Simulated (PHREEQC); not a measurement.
Consider water at 25 °C with 0.00064 mol KH2PO4, 0.00052 mol NaF and 0.028 mol KCl per kg of water. Closed to the air; pH follows from the charge balance.

All values are PHREEQC results (ion-association model, phreeqc.dat), not measurements.

The ionic strength comes out as 0.0292 mol/kgw. What activity coefficients do HPO4-2, Cl-, H+, Na+, H2PO4- get?

HPO4-2 0.53, Cl- 0.85, H+ 0.87, Na+ 0.86, H2PO4- 0.86.

This is a speciation only: nothing precipitates in the calculation.
